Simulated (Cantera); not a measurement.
A closed system holds: 1 mol c-C₄F₈, a varied amount of H₂, 2.1 mol HCl, held at 3000 K and 0.000730 bar.

Method: chemical equilibrium by Gibbs-energy minimisation in Cantera with the NASA 1993 tables (ideal gas, pure condensed phases). Candidate condensed phases: C, C₆H₆, C₇H₈, C₈H₁₈; 118 gas species. The feed counts by its element totals alone. The numbers say what is thermodynamically allowed, not how fast it happens.

Task: At 0.2 mol H₂, list the 5 most abundant gas species with their mole fractions, and the condensed phases.

Result: F 0.473, Cl 0.168, HF 0.138, C₃ 0.0739, H 0.0618. Condensed: gas only.
